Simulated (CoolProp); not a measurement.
Vapour-liquid equilibrium of carbon dioxide (1) + CHF3 (R23) (2) at -34.75 °C; x and y are mole fractions of (1).

Model: multi-fluid Helmholtz-energy mixture model, Span 1996 and Penoncello 2003; pair parameters Bell 2016, in CoolProp.

```json
[
 {"x": "0.05", "bubble pressure, mixture model (MPa)": "0.8798", "bubble pressure, Raoult's law (MPa)": "0.8724", "y, mixture model": "0.072", "y, Raoult's law": "0.070"},
 {"x": "0.15", "bubble pressure, mixture model (MPa)": "0.9296", "bubble pressure, Raoult's law (MPa)": "0.9083", "y, mixture model": "0.205", "y, Raoult's law": "0.200"},
 {"x": "0.25", "bubble pressure, mixture model (MPa)": "0.9773", "bubble pressure, Raoult's law (MPa)": "0.9441", "y, mixture model": "0.325", "y, Raoult's law": "0.321"},
 {"x": "0.35", "bubble pressure, mixture model (MPa)": "1.022", "bubble pressure, Raoult's law (MPa)": "0.9800", "y, mixture model": "0.432", "y, Raoult's law": "0.433"},
 {"x": "0.45", "bubble pressure, mixture model (MPa)": "1.063", "bubble pressure, Raoult's law (MPa)": "1.016", "y, mixture model": "0.530", "y, Raoult's law": "0.537"},
 {"x": "0.55", "bubble pressure, mixture model (MPa)": "1.101", "bubble pressure, Raoult's law (MPa)": "1.052", "y, mixture model": "0.621", "y, Raoult's law": "0.634"},
 {"x": "0.65", "bubble pressure, mixture model (MPa)": "1.134", "bubble pressure, Raoult's law (MPa)": "1.088", "y, mixture model": "0.706", "y, Raoult's law": "0.725"},
 {"x": "0.75", "bubble pressure, mixture model (MPa)": "1.163", "bubble pressure, Raoult's law (MPa)": "1.123", "y, mixture model": "0.788", "y, Raoult's law": "0.810"},
 {"x": "0.85", "bubble pressure, mixture model (MPa)": "1.187", "bubble pressure, Raoult's law (MPa)": "1.159", "y, mixture model": "0.870", "y, Raoult's law": "0.889"},
 {"x": "0.95", "bubble pressure, mixture model (MPa)": "1.206", "bubble pressure, Raoult's law (MPa)": "1.195", "y, mixture model": "0.955", "y, Raoult's law": "0.964"}
]
```

The largest gap from Raoult's law is +4.6 % in bubble pressure, at x = 0.45. No azeotrope shows between x = 0.05 and 0.95.

Pair parameters are fitted to limited data, so mixtures are less certain than the pure fluids.
